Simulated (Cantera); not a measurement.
Charge: 1 mol CaO, 22 mol HCl, held at 0.133 bar.

Equilibrium computed with Cantera from the NASA thermochemical tables; the gas is ideal and each condensed phase is pure. Candidate condensed phases: Ca, CaCl2, CaO, Ca(OH)2, H2O; 21 gas species. Condensed phases not in the tables: oxide chlorides. The numbers say what is thermodynamically allowed, not how fast it happens.

x: gas mole fraction; n: condensed amount in mol.

```json
[
 {"T (°C)": "1125", "x HCl": "0.949", "x H2O": "0.0475", "x CaCl2": "0.00250", "x Cl": "0.000557", "x H2": "0.000331", "x H": "___", "n CaCl2(l)": "0.947"},
 {"T (°C)": "1175", "x HCl": "0.946", "x H2O": "0.0473", "x CaCl2": "0.00551", "x Cl": "0.000872", "x H2": "0.000498", "x H": "___", "n CaCl2(l)": "0.884"},
 {"T (°C)": "1225", "x HCl": "0.939", "x H2O": "0.0470", "x CaCl2": "0.0115", "x Cl": "0.00132", "x H2": "0.000730", "x H": "___", "n CaCl2(l)": "0.756"},
 {"T (°C)": "1275", "x HCl": "0.928", "x H2O": "0.0465", "x CaCl2": "0.0227", "x Cl": "0.00193", "x H2": "0.00105", "x H": "___", "n CaCl2(l)": "0.511"},
 {"T (°C)": "1325", "x HCl": "0.907", "x H2O": "0.0455", "x CaCl2": "0.0429", "x Cl": "0.00274", "x H2": "0.00146", "x H": "___", "n CaCl2(l)": "0.0584"},
 {"T (°C)": "1375", "x HCl": "0.903", "x H2O": "0.0454", "x CaCl2": "0.0454", "x Cl": "0.00385", "x H2": "0.00202", "x H": "___", "n CaCl2(l)": "0"},
 {"T (°C)": "1425", "x HCl": "0.901", "x H2O": "0.0453", "x CaCl2": "0.0453", "x Cl": "0.00529", "x H2": "0.00275", "x H": "___", "n CaCl2(l)": "0"},
 {"T (°C)": "1475", "x HCl": "0.898", "x H2O": "0.0453", "x CaCl2": "0.0453", "x Cl": "0.00715", "x H2": "0.00368", "x H": "___", "n CaCl2(l)": "0"},
 {"T (°C)": "1525", "x HCl": "0.895", "x H2O": "0.0452", "x CaCl2": "0.0452", "x Cl": "0.00948", "x H2": "0.00486", "x H": "___", "n CaCl2(l)": "0"},
 {"T (°C)": "1575", "x HCl": "0.891", "x H2O": "0.0451", "x CaCl2": "0.0452", "x Cl": "0.0124", "x H2": "0.00630", "x H": "___", "n CaCl2(l)": "0"},
 {"T (°C)": "1625", "x HCl": "0.886", "x H2O": "0.0450", "x CaCl2": "0.0451", "x Cl": "0.0159", "x H2": "0.00806", "x H": "___", "n CaCl2(l)": "0"},
 {"T (°C)": "1675", "x HCl": "0.879", "x H2O": "0.0448", "x CaCl2": "0.0450", "x Cl": "0.0202", "x H2": "0.0102", "x H": "___", "n CaCl2(l)": "0"}
]
```

**Question.** Fill in the missing entries.

**Answer.** 
- 1125, x H: 2.36e-7
- 1175, x H: 5.63e-7
- 1225, x H: 1.27e-6
- 1275, x H: 2.73e-6
- 1325, x H: 5.56e-6
- 1375, x H: 1.10e-5
- 1425, x H: 2.08e-5
- 1475, x H: 3.80e-5
- 1525, x H: 6.72e-5
- 1575, x H: 0.000115
- 1625, x H: 0.000192
- 1675, x H: 0.000312
